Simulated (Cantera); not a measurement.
What does this Cantera script print?

```python
import numpy as np
import cantera as ct

gas = ct.Solution("gri30.yaml", transport_model="mixture-averaged")
show = ['H2O', 'C2H2', 'CO2']

rows = []
print(f"{'T/K':>7s}{'rho':>11s}{'cp':>10s}{'mu':>11s}{'lambda':>11s}{'Pr':>7s}" + "".join(f"{'D_' + s:>11s}" for s in show))
for T in [400, 650, 900, 1150, 1400, 1650]:
    gas.TPX = T, 1333, {'N2': 0.89, 'NO': 0.82}
    Pr = gas.cp_mass * gas.viscosity / gas.thermal_conductivity
    D = [gas.mix_diff_coeffs_mole[gas.species_index(s)] for s in show]
    rows.append([gas.density, gas.cp_mass, gas.viscosity, gas.thermal_conductivity, Pr, *D])
    print(f"{T:7g}{gas.density:11.4e}{gas.cp_mass:10.1f}{gas.viscosity:11.4e}"
          f"{gas.thermal_conductivity:11.4e}{Pr:7.3f}" + "".join(f"{d:11.4e}" for d in D))
print("SI units: kg/m3, J/kg/K, Pa s, W/m/K, m2/s")
```

It prints:

```
    T/K        rho        cp         mu     lambda     Pr      D_H2O     D_C2H2      D_CO2
    400 1.1611e-02    1022.7 2.2721e-05 3.2604e-02  0.713 2.9918e-03 2.1164e-03 2.0051e-03
    650 7.1453e-03    1069.2 3.1754e-05 4.8203e-02  0.704 7.3489e-03 4.9360e-03 4.7009e-03
    900 5.1605e-03    1130.6 3.9393e-05 6.2967e-02  0.707 1.3097e-02 8.5856e-03 8.1949e-03
   1150 4.0386e-03    1174.4 4.6230e-05 7.6792e-02  0.707 2.0037e-02 1.2966e-02 1.2389e-02
   1400 3.3175e-03    1206.0 5.2525e-05 8.9740e-02  0.706 2.8047e-02 1.8013e-02 1.7223e-02
   1650 2.8148e-03    1230.3 5.8419e-05 1.0190e-01  0.705 3.7046e-02 2.3683e-02 2.2652e-02
SI units: kg/m3, J/kg/K, Pa s, W/m/K, m2/s
```

Model: GRI-Mech 3.0 (53 species, 325 reactions), integrated in Cantera. The composition is frozen, though it would react at the higher temperatures.
